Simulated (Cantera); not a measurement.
Standard-state values (1 bar) from the NASA 1993 polynomials, evaluated with Cantera. Values are per mole of reaction as written; species without (g) are pure solids or liquids, kept so even where they would boil at 1 bar. VN: taken at fixed stoichiometry.

Problem. Between 1400 and 1800 K, where is each reaction favourable under standard conditions?
- 2 O(g) + VN = NO2(g) + V

Solution. 
- 2 O(g) + VN = NO2(g) + V: ΔG° is -102 kJ at 1400 K and -56 kJ at 1800 K; it stays negative (K > 1). ΔH° is -267 kJ and ΔS° -117 J/K at 1800 K.
